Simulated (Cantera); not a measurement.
**Equilibrium for silicon carbide growth: SiCl4 + C3H8 + H2**

A closed system holds: 1 mol SiCl4, 0.049 mol C3H8, 19 mol H2, at 1125 °C and 2.00 mbar.

These are equilibrium values from Cantera (NASA tables, ideal gas, pure condensed phases), not measurements of a reactor. Candidate condensed phases: C, C6H6, C7H8, C8H18, Si, SiC; 109 gas species. The tables' values for SiCl3 are old estimates; treat these amounts as uncertain. Rates play no part.

```
Quantity                                   Result
--------------------------------------  ---------
x(H2)                                       0.853
x(HCl)                                      0.107
x(SiCl2)                                   0.0391
x(SiCl3)                                  0.00102
x(SiCl4)                                 0.000114
x(H)                                      9.79e-5
x(SiHCl3)                                 6.37e-5
x(Cl)                                     1.01e-5
x(SiH2Cl2)                                5.36e-6
n(SiC(s))                               0.147 mol
gas amount                              21.18 mol
log10 activity of Si(s) (absent)            -0.01
log10 activity of C(graphite) (absent)      -2.32
```
